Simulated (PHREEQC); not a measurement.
**Brine (model solution)**

A solution holds 1.1 mol LiCl and 0.91 mol KBr per kg of water, at 25 °C. Closed to the air; pH follows from the charge balance.

Computed with PHREEQC (Pitzer model, pitzer.dat).

No solid was allowed to form.

Task: Predict the activity of water.

Result: activity of water 0.926.

Complexes and solids missing from the database can't appear.
